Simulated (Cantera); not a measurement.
# Stirred combustor or abatement burner

A perfectly stirred reactor is fed with CH₄ : CO : O₂ : N₂ : CO₂ = 1 : 0.99 : 6.24 : 23.5 : 3.6 (molar parts), at 1000000 Pa; it is adiabatic with a 775 K inlet, and is followed from long to short residence time, starting on the burning branch (τ in s: 0.15, 0.081, 0.042, 0.022, 0.012, 0.006, 0.0032, 0.0016, 0.00086, 0.00045, 0.00024, 0.00012, 6.4e-05).

Model: GRI-Mech 3.0 (53 species, 325 reactions), integrated in Cantera.

| τ (s) | T (K) | x CH₄ | x CO | x O₂ | x CH₂O | x H₂ | x CO₂ |
|---|---|---|---|---|---|---|---|
| 0.15 | 1593 | 5.71e-6 | 0.000141 | 0.108 | 5.89e-7 | 2.44e-6 | 0.160 |
| 0.081 | 1592 | 9.11e-6 | 0.000227 | 0.108 | 9.45e-7 | 3.77e-6 | 0.160 |
| 0.042 | 1591 | 1.49e-5 | 0.000377 | 0.108 | 1.56e-6 | 6.10e-6 | 0.160 |
| 0.022 | 1589 | 2.44e-5 | 0.000624 | 0.108 | 2.59e-6 | 1.00e-5 | 0.160 |
| 0.012 | 1586 | 3.91e-5 | 0.00101 | 0.108 | 4.21e-6 | 1.63e-5 | 0.159 |
| 0.0060 | 1579 | 6.91e-5 | 0.00180 | 0.108 | 7.59e-6 | 2.95e-5 | 0.158 |
| 0.0032 | 1568 | 0.000123 | 0.00317 | 0.109 | 1.38e-5 | 5.36e-5 | 0.157 |
| 0.0016 | 1537 | 0.000286 | 0.00688 | 0.111 | 3.34e-5 | 0.000125 | 0.153 |
| 0.00086 | 775 | 0.0283 | 0.0280 | 0.177 | 1.04e-11 | <1e-12 | 0.102 |
| 0.00045 | 775 | 0.0283 | 0.0280 | 0.177 | 2.84e-12 | <1e-12 | 0.102 |
| 0.00024 | 775 | 0.0283 | 0.0280 | 0.177 | <1e-12 | <1e-12 | 0.102 |
| 0.00012 | 775 | 0.0283 | 0.0280 | 0.177 | <1e-12 | <1e-12 | 0.102 |
| 6.4e-5 | 775 | 0.0283 | 0.0280 | 0.177 | <1e-12 | <1e-12 | 0.102 |
x: mole fraction; the columns are a selection and need not sum to one.
